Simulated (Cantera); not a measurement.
An isothermal, constant-pressure homogeneous reactor starts with 1.45 % C₂H₆, 98.6 % N₂, at 1275 K and 10.00 Torr.

Model: GRI-Mech 3.0 (53 species, 325 reactions), integrated in Cantera. GRI-Mech 3.0 stops at C3 and has no aromatics, soot or wall deposition, so with more carbon than oxygen in the feed, carbon stays in small species such as C2H2 where larger ones or solid carbon would form. Radical loss at walls, strong at low pressure, is not modelled.

One state of this run: x C₂H₆ = 0.00145; x C₂H = 1.56e-9; x CH₄ = 0.00268; x HCN = 5.95e-8; x H₂ = 0.0126; x C₂H₄ = 0.00891. x: mole fraction; the columns are a selection and need not sum to one.

Question: Which value of t (s) does it belong to?
A. 0.0632
B. 0.00200
C. 0.000200
D. 0.200

Answer: D, 0.200
